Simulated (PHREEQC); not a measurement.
Solution (25 °C): 0.0019 mol/kgw NH4HF2, 0.011 mol/kgw (NH4)2SiF6, 0.00016 mol/kgw HBF4 and 0.0061 mol/kgw H2SO4. Closed to the air; pH follows from the charge balance.

Model: ion-association model, phreeqc.dat, run in PHREEQC.

Precipitation was switched off in this run.

Q: Order these F species by the share of F that they hold, largest first: SiF6-2, F-, BF4-, HF.

A: SiF6-2 (92 %), HF (6.6 %), F- (0.72 %), BF4- (0.63 %)

The pH is 2.12 and the ionic strength 0.0469 mol/kgw. Examples of supersaturated solids here: Quartz (slow to form). Others may be too. SiF6-2 is the database's only silicon fluoride. Real BF4- forms and hydrolyses slowly; the run takes it at equilibrium.
